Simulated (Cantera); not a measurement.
# Thermodynamics of metals in furnace atmospheres, feed Pb + NH3 + H2 + CO2

A closed system holds: 1 mol Pb, 4.8 mol NH3, 3.3 mol H2, a varied amount of CO2, held at 773.15 K and 0.100 bar.

Equilibrium computed with Cantera from the NASA thermochemical tables; the gas is ideal and each condensed phase is pure. Candidate condensed phases: C, C6H6, C7H8, C8H18, H2O, Pb, PbO, PbO2, Pb3O4; 139 gas species. Equilibrium is a limit: real reactors are often held back by kinetics, nucleation or transport.

```json
[
 {"n(CO2) (mol)": "3.4", "x H2": "0.460", "x CO2": "0.116", "x H2O": "0.154", "x N2": "0.160", "x CO": "0.0677", "x CH4": "0.0430", "x NH3": "4.93e-5", "x Pb": "2.32e-7", "n Pb(l)": "1.000", "n C(graphite)": "0"},
 {"n(CO2) (mol)": "4.4", "x H2": "0.420", "x CO2": "0.155", "x H2O": "0.159", "x N2": "0.149", "x CO": "0.0797", "x CH4": "0.0373", "x NH3": "4.16e-5", "x Pb": "2.32e-7", "n Pb(l)": "1.000", "n C(graphite)": "0.0381"},
 {"n(CO2) (mol)": "5.6", "x H2": "0.381", "x CO2": "0.197", "x H2O": "0.163", "x N2": "0.138", "x CO": "0.0900", "x CH4": "0.0307", "x NH3": "3.47e-5", "x Pb": "2.32e-7", "n Pb(l)": "1.000", "n C(graphite)": "0.0994"},
 {"n(CO2) (mol)": "7.1", "x H2": "0.342", "x CO2": "0.244", "x H2O": "0.163", "x N2": "0.127", "x CO": "0.100", "x CH4": "0.0247", "x NH3": "2.82e-5", "x Pb": "2.32e-7", "n Pb(l)": "1.000", "n C(graphite)": "0.124"},
 {"n(CO2) (mol)": "9", "x H2": "0.303", "x CO2": "0.295", "x H2O": "0.158", "x N2": "0.114", "x CO": "0.110", "x CH4": "0.0194", "x NH3": "2.23e-5", "x Pb": "2.32e-7", "n Pb(l)": "1.000", "n C(graphite)": "0.0998"},
 {"n(CO2) (mol)": "11", "x H2": "0.271", "x CO2": "0.340", "x H2O": "0.152", "x N2": "0.104", "x CO": "0.118", "x CH4": "0.0155", "x NH3": "1.79e-5", "x Pb": "2.32e-7", "n Pb(l)": "1.000", "n C(graphite)": "0.0316"},
 {"n(CO2) (mol)": "15", "x H2": "0.221", "x CO2": "0.414", "x H2O": "0.143", "x N2": "0.0876", "x CO": "0.125", "x CH4": "0.00942", "x NH3": "1.22e-5", "x Pb": "2.32e-7", "n Pb(l)": "1.000", "n C(graphite)": "0"}
]
```
x: gas mole fraction; n: condensed amount in mol.

At 3.4 mol CO2 the condensed part is Pb(l). From 4.4 mol CO2 to 11 mol CO2 the condensed part is C(graphite) + Pb(l). At 15 mol CO2 the condensed part is Pb(l). The main Pb-bearing gas is Pb throughout.
